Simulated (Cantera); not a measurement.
Input (Python, Cantera) and output of one run.

```python
import numpy as np
import cantera as ct

gas_names = """
    CL CL2 H HCL H2 N NH NH2 NH3 N2 N2H2 N2H4 Si SiCL SiCL2 SiCL3 SiCL4 SiH SiHCL3 SiH2 SiH2CL2 SiH3
    SiH3CL SiH4 SiN Si2 Si2N Si3
""".split()
cond_names = """
    NH4CL(a) NH4CL(b) Si(cr) Si(L) Si3N4(a)
""".split()


def load(file, names, dense=False):
    # The tables refer to 1 bar. Condensed volumes are neglected.
    table = {s.name: s for s in ct.Species.list_from_file(file)}
    out = []
    for n in names:
        d = dict(table[n].input_data)
        d["thermo"] = dict(d["thermo"], **{"reference-pressure": 1e5})
        if dense:
            d["equation-of-state"] = {"model": "constant-volume", "density": "1e6 g/cm^3"}
        out.append(ct.Species.from_dict(d))
    return out


gas = ct.Solution(thermo="ideal-gas", species=load("nasa_gas.yaml", gas_names))
cond = {s.name: ct.Solution(thermo="fixed-stoichiometry", species=[s], name=s.name)
        for s in load("nasa_condensed.yaml", cond_names, dense=True)}
atoms = {
    'SiH2Cl2': {'Si': 1, 'H': 2, 'CL': 2},
    'N2': {'N': 2},
    'H2': {'H': 2},
}
top_T = {'Si3N4(a)': 2400}  # K; cautious upper limits of use, not melting points


def equilibrate(T, P, feed):
    n = {}
    for name, mol in feed.items():
        for a, k in atoms[name].items():
            n[a] = n.get(a, 0.0) + k * mol
    gas.TPX = T, P, n
    mass = sum(n.values()) * gas.mean_molecular_weight
    gas.equilibrate("TP")
    valid = [c for c in cond.values() if c.min_temp <= T <= top_T.get(c.name, c.max_temp)]
    mix = ct.Mixture([(gas, mass / gas.mean_molecular_weight)] + [(c, 0.0) for c in valid])
    mix.T, mix.P = T, P
    mix.equilibrate("TP", solver="vcs", rtol=1e-11, max_steps=5000)
    return mix


results = []
feed = {'SiH2Cl2': 1, 'N2': 24, 'H2': 53}  # mol
P = 2200  # Pa
for T in [1373, 1473, 1573, 1673, 1773, 1873, 1973, 2073, 2173]:
    mix = equilibrate(T, P, feed)
    results.append((T, P, feed, dict(zip(mix.species_names, mix.species_moles))))

top = {s: max(r[3][s] / sum(r[3][g] for g in gas_names) for r in results) for s in gas_names}
cols = sorted((s for s in top if top[s] > 1e-05), key=lambda s: -top[s])[:5]
seen = [c for c in cond_names if any(r[3].get(c, 0) > 1e-12 for r in results)]
print("log10 of partial pressures in bar; condensed amounts in mol")
print(f"{'T/K':>10s}" + "".join(f"{s[:9]:>10s}" for s in cols + seen))
for T, P, feed, n in results:
    ng = sum(n[g] for g in gas_names)
    print(f"{T:10.4g}" + "".join(f"{np.log10(max(n[s] / ng * P / 1e5, 1e-99)):10.3f}" for s in cols)
          + "".join(f"{n.get(c, 0):10.4g}" for c in seen))
```

It prints:

```
log10 of partial pressures in bar; condensed amounts in mol
       T/K        H2        N2         H       HCL        Si     Si(L)  Si3N4(a)
      1373    -1.827    -2.184    -6.391    -3.251   -11.631         0    0.3329
      1473    -1.827    -2.184    -5.812    -3.253    -9.846         0    0.3313
      1573    -1.827    -2.183    -5.304    -3.261    -8.291         0    0.3257
      1673    -1.827    -2.183    -4.857    -3.282    -6.925         0    0.3105
      1773    -1.827    -2.182    -4.460    -3.326    -5.716         0    0.2773
      1873    -1.832    -2.176    -4.106    -3.330    -5.055    0.8004         0
      1973    -1.835    -2.177    -3.787    -3.327    -4.501    0.7085         0
      2073    -1.840    -2.181    -3.500    -3.330    -4.001     0.419         0
      2173    -1.849    -2.186    -3.241    -3.326    -3.679         0         0
```

Method: chemical equilibrium by Gibbs-energy minimisation in Cantera with the NASA 1993 tables (ideal gas, pure condensed phases). N2 is the only nitrogen source here; it is nearly inert below about 1500 K, so the nitride shown seldom forms there in practice. The tables' values for SiCl, SiN are old estimates; treat these amounts as uncertain. Gases not in the tables: Si2H6 and higher silanes.
